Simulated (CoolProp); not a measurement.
Values from CoolProp's reference Helmholtz-energy equation of state, Lemmon 2006. It is a short technical equation, of lower accuracy than the large ones.

Question: For carbonyl sulfide, give the phase and the cv (kJ/(kg K)), speed of sound (m/s) at 495.8 K and 0.0138 MPa; 180.3 K and 1.56 MPa.

Answer: 
- 495.8 K and 0.0138 MPa: gas; cv 0.674, speed of sound 288
- 180.3 K and 1.56 MPa: liquid; cv 0.735, speed of sound 1240
